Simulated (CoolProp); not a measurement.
Saturated liquid density (kg/m³) of cyclopentane: the reference equation beside estimates from Tc = 511.7 K, pc = 45.83 bar, ω = 0.202. Rackett uses Z = 0.29056 − 0.08775 ω.

Model: reference Helmholtz-energy equation of state, Gedanitz 2015, in CoolProp.

```json
[
 {"T (K)": "408.3", "reference": "614.7", "Rackett": "630.2", "van der Waals": "390.3", "Redlich-Kwong": "551.9", "Soave-Redlich-Kwong": "572.9", "Peng-Robinson": "650.1"},
 {"T (K)": "414.7", "reference": "605.8", "Rackett": "620.9", "van der Waals": "384.4", "Redlich-Kwong": "541.2", "Soave-Redlich-Kwong": "562.2", "Peng-Robinson": "638.0"},
 {"T (K)": "421", "reference": "596.8", "Rackett": "611.5", "van der Waals": "378.3", "Redlich-Kwong": "530.3", "Soave-Redlich-Kwong": "551.2", "Peng-Robinson": "625.5"},
 {"T (K)": "427.3", "reference": "587.5", "Rackett": "601.7", "van der Waals": "[?]", "Redlich-Kwong": "519.0", "Soave-Redlich-Kwong": "539.7", "Peng-Robinson": "612.5"},
 {"T (K)": "433.6", "reference": "577.8", "Rackett": "[?]", "van der Waals": "365.5", "Redlich-Kwong": "507.2", "Soave-Redlich-Kwong": "527.7", "Peng-Robinson": "598.8"},
 {"T (K)": "439.9", "reference": "567.8", "Rackett": "581.0", "van der Waals": "358.7", "Redlich-Kwong": "494.9", "Soave-Redlich-Kwong": "[?]", "Peng-Robinson": "584.4"},
 {"T (K)": "446.2", "reference": "557.3", "Rackett": "569.9", "van der Waals": "351.5", "Redlich-Kwong": "[?]", "Soave-Redlich-Kwong": "501.9", "Peng-Robinson": "569.1"},
 {"T (K)": "452.5", "reference": "546.3", "Rackett": "558.3", "van der Waals": "344.0", "Redlich-Kwong": "468.6", "Soave-Redlich-Kwong": "488.0", "Peng-Robinson": "553.0"},
 {"T (K)": "458.9", "reference": "534.5", "Rackett": "545.9", "van der Waals": "336.0", "Redlich-Kwong": "454.2", "Soave-Redlich-Kwong": "472.9", "Peng-Robinson": "535.6"},
 {"T (K)": "465.2", "reference": "522.1", "Rackett": "532.8", "van der Waals": "327.6", "Redlich-Kwong": "439.2", "Soave-Redlich-Kwong": "457.2", "Peng-Robinson": "517.2"},
 {"T (K)": "471.5", "reference": "508.7", "Rackett": "518.8", "van der Waals": "318.6", "Redlich-Kwong": "423.3", "Soave-Redlich-Kwong": "440.3", "Peng-Robinson": "497.4"},
 {"T (K)": "477.8", "reference": "494.1", "Rackett": "503.6", "van der Waals": "308.8", "Redlich-Kwong": "406.1", "Soave-Redlich-Kwong": "421.9", "Peng-Robinson": "476.0"}
]
```

Q: Complete the blanks.

A: 
- 427.3, van der Waals: 372.0
- 433.6, Rackett: 591.5
- 439.9, Soave-Redlich-Kwong: 515.1
- 446.2, Redlich-Kwong: 482.1

Absolute difference from the reference over all 12 rows, mean and median: Rackett 2.3 and 2.3 %, van der Waals 36.9 and 36.9 %, Redlich-Kwong 13.5 and 13.2 %, Soave-Redlich-Kwong 10.0 and 9.6 %, Peng-Robinson 3.1 and 3.3 %.
